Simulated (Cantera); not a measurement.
Charge: 1 mol Si₃N₄, 0.46 mol N₂O, a varied amount of N₂, held at 1627 °C and 0.200 Pa.

Method: chemical equilibrium by Gibbs-energy minimisation in Cantera with the NASA 1993 tables (ideal gas, pure condensed phases). Candidate condensed phases: Si, SiO₂, Si₂N₂O, Si₃N₄; 16 gas species. The numbers say what is thermodynamically allowed, not how fast it happens.

Question: At 120 mol N₂, list the 3 most abundant gas species with their mole fractions, and the condensed phases.

Answer: N₂ 0.976, Si 0.0202, SiO 0.00367. Condensed: gas only.
